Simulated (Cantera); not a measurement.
An adiabatic, constant-volume homogeneous reactor starts with H2 : O2 : N2 = 1 : 0.556 : 2.09 (molar parts), at 1150 K and 2.40 bar.

Model: GRI-Mech 3.0 (53 species, 325 reactions), integrated in Cantera. The hydrogen kinetics of GRI-Mech 3.0 are dated; newer H2 mechanisms differ, most at raised pressure.

x: mole fraction; the columns are a selection and need not sum to one.

| t (s) | T (K) | P (bar) | x H2 | x O2 | x HO2 | x H2O | x NO |
|---|---|---|---|---|---|---|---|
| 2.00e-6 | 1150 | 2.40 | 0.274 | 0.152 | 7.65e-9 | 4.56e-9 | <1e-12 |
| 1.03e-5 | 1150 | 2.40 | 0.274 | 0.152 | 4.06e-7 | 7.99e-7 | <1e-12 |
| 5.28e-5 | 2978 | 5.55 | 0.0301 | ___ | ___ | 0.256 | ___ |
| 0.000271 | 2966 | 5.53 | 0.0310 | 0.0200 | 1.67e-5 | 0.257 | ___ |
| 0.00139 | 2962 | 5.52 | 0.0312 | 0.0192 | 1.61e-5 | 0.257 | 0.0124 |
| 0.00717 | 2962 | 5.52 | 0.0312 | 0.0192 | 1.61e-5 | 0.257 | 0.0124 |
| 0.0368 | 2962 | 5.52 | 0.0312 | 0.0192 | 1.61e-5 | 0.257 | 0.0124 |
| 0.189 | 2962 | 5.52 | 0.0312 | 0.0192 | 1.61e-5 | 0.257 | 0.0124 |
| 0.973 | 2962 | 5.52 | 0.0312 | 0.0192 | 1.61e-5 | 0.257 | 0.0124 |
| 5.00 | 2962 | 5.52 | 0.0312 | 0.0192 | 1.61e-5 | 0.257 | 0.0124 |

Fill in the missing entries.


- 5.28e-5, x O2: 0.0232
- 5.28e-5, x HO2: 1.92e-5
- 5.28e-5, x NO: 0.00129
- 0.000271, x NO: 0.0104
